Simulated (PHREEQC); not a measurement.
Dissolve 6 mol/kgw NaOH, 0.0087 mol/kgw K2SO4 and 0.19 mol/kgw LiCl at 35 °C. Closed to the air; pH follows from the charge balance.

Computed with PHREEQC (Pitzer model, pitzer.dat).

```
Item                        Value
-------------------  ------------
pH                          14.79
ionic strength       6.22 mol/kgw
activity of water           0.731
density               1.188 g/cm³
osmotic coefficient         1.399
total alkalinity      6000 meq/kg
```

```tsv
species	molality	activity	log γ
OH-	6.00	9.46	0.198
Na+	6.00	6.00	0.000
Cl-	0.190	0.119	-0.201
Li+	0.190	0.0632	-0.478
K+	0.0174	0.0258	0.172
SO4-2	0.00870	0.000136	-1.805
```

This is a speciation only: nothing precipitates in the calculation. Species that the database lacks are ignored. In brines, pH and single-ion activities rest on the MacInnes convention.
